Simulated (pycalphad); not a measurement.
Source of the numbers: pycalphad with the COST 507 light-alloy database (1999); pressure 1 atm. The data set is of 1999 and partly superseded. Phase fractions are per mole of atoms. Diffusion is slow at the low end, where real alloys seldom reach equilibrium.

Q: Give the equilibrium state of Mg-59.8Si (at.%) at 600 K.

A: 
```
T = 600.00 K, P = 101325 Pa, N = 1 mol of atoms
G = -29401 J/mol, H = -6131 J/mol, S = 38.78 J/(mol K)  (SER reference)
chemical potentials (J/mol): Mg -52538, Si -13847
phase             fraction      x(Mg)      x(Si)
MG2SI               0.6030     0.6667     0.3333
DIAMOND_A4          0.3970       none     1.0000
```

Q: Give the equilibrium state of Mg-59.8Si (at.%) at 1250 K.

A: liquid, fraction 0.907, with 55.7 Si at.%; diamond (Si), fraction 0.093, with 100 Si at.%.

Database names, with the compositions (at.%) that they take in these runs: MG2SI: Mg 67 Si 33. DIAMOND_A4 is diamond (Si). An entry "none" or "no" means that the model of the phase leaves that element out.
